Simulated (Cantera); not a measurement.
An adiabatic, constant-pressure homogeneous reactor starts with 1.40 % C3H8, 9.57 % O2, 89.0 % N2, equivalence ratio 0.73, at 1575 K and 0.690 bar.

Model: GRI-Mech 3.0 (53 species, 325 reactions), integrated in Cantera. GRI-Mech 3.0 was tuned for natural gas; its chemistry of propane as a main component is partial and can be far from experiment.

x: mole fraction; the columns are a selection and need not sum to one.

| t (s) | T (K) | x C3H8 | x O2 | x CH2 | x H | x CH2CO |
|---|---|---|---|---|---|---|
| 4.00e-6 | 1571 | 0.0135 | 0.0956 | … | 2.73e-5 | 1.41e-7 |
| 8.85e-6 | 1567 | 0.0128 | 0.0954 | … | 3.72e-5 | 2.41e-6 |
| 1.96e-5 | 1562 | 0.0109 | 0.0945 | … | 6.17e-5 | 2.80e-5 |
| 4.34e-5 | 1570 | 0.00596 | 0.0908 | … | 0.000171 | 0.000315 |
| 9.60e-5 | 1896 | <1e-12 | 0.0401 | … | 0.00750 | 1.06e-5 |
| 0.000213 | 1969 | <1e-12 | 0.0315 | <1e-12 | 0.0104 | <1e-12 |
| 0.000470 | 2058 | <1e-12 | 0.0303 | <1e-12 | 0.00636 | <1e-12 |
| 0.00104 | 2148 | <1e-12 | 0.0288 | <1e-12 | 0.00300 | <1e-12 |
| 0.00230 | 2221 | <1e-12 | 0.0273 | <1e-12 | 0.00115 | <1e-12 |
| 0.00510 | 2264 | <1e-12 | 0.0262 | <1e-12 | 0.000444 | <1e-12 |
| 0.0113 | 2277 | <1e-12 | 0.0258 | <1e-12 | 0.000289 | <1e-12 |
| 0.0250 | 2277 | <1e-12 | 0.0256 | <1e-12 | 0.000280 | <1e-12 |
| 0.0553 | 2275 | <1e-12 | 0.0252 | <1e-12 | 0.000277 | <1e-12 |
| 0.122 | 2272 | <1e-12 | 0.0245 | <1e-12 | 0.000273 | <1e-12 |
| 0.271 | 2270 | <1e-12 | 0.0238 | <1e-12 | 0.000268 | <1e-12 |
| 0.600 | 2269 | <1e-12 | 0.0236 | <1e-12 | 0.000267 | <1e-12 |

Q: Some entries are withheld; supply them.

A: 
- 4.00e-6, x CH2: 1.60e-7
- 8.85e-6, x CH2: 8.09e-7
- 1.96e-5, x CH2: 2.48e-6
- 4.34e-5, x CH2: 7.02e-6
- 9.60e-5, x CH2: 2.36e-7
